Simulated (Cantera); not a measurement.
An isothermal, constant-pressure homogeneous reactor starts with CH₄ : H₂O = 1 : 0.83 (molar parts), at 1650 K and 180000 Pa.

Computed with Cantera and GRI-Mech 3.0 (53 species, 325 reactions).

One state of this run: x CH₄ = 0.132; x H₂O = 0.320; x H = 3.80e-5; x O₂ = 1.03e-11; x CH₃ = 0.000248. x: mole fraction; the columns are a selection and need not sum to one.

Problem. Which value of t (s) does it belong to?
(A) 0.00331
(B) 0.0164
(C) 0.0366
(D) 0.000300

Solution. C, 0.0366
